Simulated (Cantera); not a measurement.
# Gas-phase reforming

An isothermal, constant-pressure homogeneous reactor starts with 51.8 % CH4, 48.2 % CO2, at 1648 K and 13300 Pa.

Cantera simulation using GRI-Mech 3.0 (53 species, 325 reactions); the numbers are that mechanism's predictions, not measurements.

```tsv
t (s)	x CH4	x CO2	x OH	x C2H6	x C2H	x H2
1.00e-6	0.518	0.482	2.51e-9	<1e-12	<1e-12	4.08e-7
5.37e-6	0.518	0.482	3.72e-9	5.58e-11	<1e-12	3.49e-6
2.89e-5	0.518	0.482	3.73e-9	9.63e-9	<1e-12	2.03e-5
0.000155	0.518	0.482	4.01e-9	1.39e-6	<1e-12	0.000113
0.000833	0.516	0.482	9.96e-9	0.000110	1.12e-11	0.000925
0.00447	0.492	0.476	8.95e-8	0.00112	2.80e-9	0.0196
0.0240	0.339	0.413	4.98e-7	0.000529	5.89e-8	0.157
0.129	0.128	0.234	1.93e-6	9.63e-5	1.62e-7	0.267
0.693	0.0233	0.0645	4.14e-6	7.18e-6	2.64e-7	0.292
3.72	0.0131	0.0310	1.76e-6	1.52e-6	1.17e-7	0.397
20.0	0.00490	0.00873	4.64e-7	1.77e-7	3.96e-8	0.475
```
x: mole fraction; the columns are a selection and need not sum to one.

Equilibrium at this temperature and pressure: CH4 0.000888, CO2 3.20e-7, OH 1.67e-11, C2H6 8.95e-9, C2H 1.28e-8, H2 0.508 (gas phase only).
